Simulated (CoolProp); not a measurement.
Octamethyltrisiloxane (MDM) along the isotherm 575 K: Z from the reference equation and from simpler models built on Tc = 565.4 K, pc = 1438 kPa, ω = 0.528; each cubic takes its own stable root.

Model: reference Helmholtz-energy equation of state, Thol 2017, in CoolProp.

| p (kPa) | phase | reference | Redlich-Kwong | Soave-Redlich-Kwong |
|---|---|---|---|---|
| 240 | gas | 0.9456 | 0.9439 | 0.9449 |
| 479 | gas | 0.8860 | 0.8834 | 0.8857 |
| 719 | gas | 0.8186 | 0.8165 | 0.8204 |
| 958 | gas | 0.7409 | 0.7405 | 0.7469 |
| 1200 | gas | 0.6445 | 0.6472 | 0.6582 |
| 1440 | supercritical | 0.5125 | 0.5145 | 0.5394 |
| 1680 | supercritical | 0.2787 | 0.2961 | 0.3354 |
| 1920 | supercritical | 0.2496 | 0.2901 | 0.3051 |
| 2160 | supercritical | 0.2610 | 0.3029 | 0.3135 |
